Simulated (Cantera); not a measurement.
Thermodynamics of carbothermic reduction, feed PbO + CO + N₂

Charge: 1 mol PbO, 1.3 mol CO, 0.23 mol N₂, equilibrated at 87.0 Pa.

Equilibrium computed with Cantera from the NASA thermochemical tables; the gas is ideal and each condensed phase is pure. Candidate condensed phases: C, Pb, PbO, PbO₂, Pb₃O₄; 27 gas species. Rates play no part.

```tsv
T (K)	log p CO₂	log p Pb	log p CO	log p N₂	log p PbO	log p O₂	log p O
1175	-3.46	-3.46	-3.99	-4.10	-7.44	-14.99	<-15
1275	-3.46	-3.46	-3.99	-4.10	-6.90	-13.03	-13.47
1375	-3.46	-3.46	-3.98	-4.10	-6.44	-11.36	-11.87
1475	-3.46	-3.46	-3.98	-4.10	-6.04	-9.92	-10.50
1575	-3.47	-3.47	-3.98	-4.10	-5.70	-8.67	-9.30
1675	-3.47	-3.47	-3.97	-4.10	-5.41	-7.58	-8.26
1775	-3.47	-3.47	-3.96	-4.10	-5.17	-6.63	-7.34
1875	-3.48	-3.48	-3.93	-4.10	-4.97	-5.83	-6.53
1975	-3.51	-3.49	-3.88	-4.11	-4.84	-5.19	-5.85
```
log p: log10 of the partial pressure in bar; nothing condenses.

From 1175 K to 1975 K nothing is condensed. The main Pb-bearing gas is Pb throughout.
